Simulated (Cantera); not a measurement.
Hydrocarbon pyrolysis for carbon deposition

An isothermal, constant-pressure homogeneous reactor starts with 28.6 % CH4, 71.4 % N2, at 1625 K and 0.0263 atm.

Computed with Cantera and GRI-Mech 3.0 (53 species, 325 reactions). GRI-Mech 3.0 stops at C3 and has no aromatics, soot or wall deposition, so with more carbon than oxygen in the feed, carbon stays in small species such as C2H2 where larger ones or solid carbon would form. Radical loss at walls, strong at low pressure, is not modelled.

```tsv
t (s)	x CH4	x HCN	x C2H4	x C2H	x C2H2	x H	x CH2
7.00e-5	0.286	<1e-12	2.66e-11	<1e-12	<1e-12	1.79e-7	5.77e-12
0.000254	0.286	<1e-12	2.34e-9	<1e-12	1.37e-12	1.79e-7	6.48e-11
0.000921	0.286	<1e-12	1.36e-7	<1e-12	3.12e-10	1.83e-7	7.79e-10
0.00334	0.285	<1e-12	6.73e-6	<1e-12	6.22e-8	2.44e-7	9.52e-9
0.0121	0.284	5.83e-12	0.000286	4.45e-11	1.28e-5	1.02e-6	1.00e-7
0.0439	0.262	1.02e-9	0.00652	5.51e-9	0.00233	1.31e-5	5.82e-7
0.159	0.164	3.27e-8	0.00536	7.25e-8	0.0419	6.19e-5	4.70e-7
0.578	0.0712	1.66e-7	0.000816	1.48e-7	0.0824	0.000117	2.62e-7
2.10	0.0185	5.33e-7	0.000139	2.39e-7	0.104	0.000187	1.23e-7
7.60	0.00354	1.14e-6	8.83e-5	3.07e-7	0.110	0.000240	3.62e-8
27.6	0.000867	1.77e-6	8.73e-5	3.20e-7	0.111	0.000250	9.53e-9
100	0.000431	2.65e-6	8.74e-5	3.21e-7	0.111	0.000251	4.77e-9
```
x: mole fraction; the columns are a selection and need not sum to one.

Equilibrium at this temperature and pressure: CH4 0.000312, HCN 0.0973, C2H4 4.92e-5, C2H 1.80e-7, C2H2 0.0623, H 0.000251, CH2 3.45e-9 (gas phase only).
